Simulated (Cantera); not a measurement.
Input: 1 mol CCl₄, 0.1 mol H₂.

Cantera equilibrium calculation (NASA polynomials, part measured and part estimated; ideal gas, pure solids and liquids). Candidate condensed phases: C, C₆H₆, C₇H₈, C₈H₁₈; 91 gas species. Kinetics and transport are ignored.

Q: What condenses at these points (T in °C, P in Pa): (2550, 140); (2050, 140); (2650, 27); (2100, 5.2); (2700, 3700)?

A: 
```tsv
T (°C)	P in Pa	condensed phases	C condensed (%)
2550	140	C	55.1
2050	140	C	100.0
2650	27	gas only	0.0
2100	5.2	C	98.2
2700	3700	C	90.9
```
